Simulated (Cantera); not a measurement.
A closed system holds: 1 mol CuO, 4.4 mol HF, held at 1.00 bar.

Cantera equilibrium calculation (NASA polynomials, part measured and part estimated; ideal gas, pure solids and liquids). Candidate condensed phases: Cu, CuF2, CuO, Cu(OH)2, Cu2O, H2O; 27 gas species. Mutual solubility and eutectic melting of coexisting phases are not modelled. Rates play no part.

Problem. What share of the Cu ends up in condensed phases as a function of T (K), at 1073, 1123, 1173, 1223, 1273, 1323, 1373, 1423, 1473, 1523, 1573, 1623?

Solution. 
```json
[
 {"T (K)": "1073", "Cu condensed (%)": "100.0", "as": "CuF2(s) + CuO(s) + Cu2O(s)"},
 {"T (K)": "1123", "Cu condensed (%)": "99.8", "as": "CuF2(l) + CuO(s) + Cu2O(s)"},
 {"T (K)": "1173", "Cu condensed (%)": "99.6", "as": "CuF2(l) + CuO(s) + Cu2O(s)"},
 {"T (K)": "1223", "Cu condensed (%)": "99.1", "as": "CuF2(l) + CuO(s) + Cu2O(s)"},
 {"T (K)": "1273", "Cu condensed (%)": "98.6", "as": "Cu2O(s)"},
 {"T (K)": "1323", "Cu condensed (%)": "98.1", "as": "Cu2O(s)"},
 {"T (K)": "1373", "Cu condensed (%)": "97.4", "as": "Cu2O(s)"},
 {"T (K)": "1423", "Cu condensed (%)": "96.4", "as": "Cu2O(s)"},
 {"T (K)": "1473", "Cu condensed (%)": "95.0", "as": "Cu2O(s)"},
 {"T (K)": "1523", "Cu condensed (%)": "93.2", "as": "Cu2O(l)"},
 {"T (K)": "1573", "Cu condensed (%)": "91.1", "as": "Cu2O(l)"},
 {"T (K)": "1623", "Cu condensed (%)": "88.6", "as": "Cu2O(l)"}
]
```
